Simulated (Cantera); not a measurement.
Reactions in the system C-O-Ti

Standard-state values (1 bar) from the NASA 1993 polynomials, evaluated with Cantera. Values are per mole of reaction as written; species without (g) are pure solids or liquids, kept so even where they would boil at 1 bar. TiC: taken at fixed stoichiometry.

9 TiC + 11 O3(g) = 9 CO2(g) + 3 Ti3O5

```
T (K)  ΔH° (kJ)  ΔS° (J/K)  ΔG° (kJ)  log10 K
-----  --------  ---------  --------  -------
1723   -10703.6     -360.0  -10083.3   305.68
1773   -10700.1     -358.0  -10065.4   296.53
1823   -10696.9     -356.2  -10047.5   287.89
1873   -10694.1     -354.7  -10029.7   279.71
1923   -10691.6     -353.4  -10012.0   271.95
1973   -10689.4     -352.3   -9994.4   264.59
2023   -10687.7     -351.4   -9976.8   257.60
```
